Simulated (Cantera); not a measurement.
## Equilibrium for carbothermic reduction: PbO + CO + N2

A closed system holds: 1 mol PbO, 16 mol CO, 10 mol N2, equilibrated at 0.000420 bar.

These are equilibrium values from Cantera (NASA tables, ideal gas, pure condensed phases), not measurements of a reactor. Candidate condensed phases: C, Pb, PbO, PbO2, Pb3O4; 27 gas species. Rates play no part.

From 825 K to 925 K the condensed part is Pb(l). From 1025 K to 1625 K nothing is condensed. The main Pb-bearing gas is Pb throughout.

| T (K) | x CO | x N2 | x CO2 | x Pb | x PbO | x NO | n Pb(l) |
|---|---|---|---|---|---|---|---|
| 825 | 0.577 | 0.384 | 0.0384 | 0.000342 | <1e-12 | <1e-12 | 0.991 |
| 925 | 0.573 | 0.382 | 0.0382 | 0.00636 | 1.77e-10 | <1e-12 | 0.834 |
| 1025 | 0.556 | 0.370 | 0.0370 | 0.0370 | 7.55e-9 | <1e-12 | 0 |
| 1125 | 0.556 | 0.370 | 0.0370 | 0.0370 | 3.86e-8 | 1.37e-12 | 0 |
| 1225 | 0.556 | 0.370 | 0.0370 | 0.0370 | 1.50e-7 | 3.56e-11 | 0 |
| 1325 | 0.556 | 0.370 | 0.0370 | 0.0370 | 4.76e-7 | 5.65e-10 | 0 |
| 1425 | 0.556 | 0.370 | 0.0370 | 0.0370 | 1.27e-6 | 6.06e-9 | 0 |
| 1525 | 0.556 | 0.370 | 0.0370 | 0.0370 | 2.99e-6 | 4.75e-8 | 0 |
| 1625 | 0.556 | 0.370 | 0.0370 | 0.0370 | 6.29e-6 | 2.88e-7 | 0 |
x: gas mole fraction; n: condensed amount in mol.
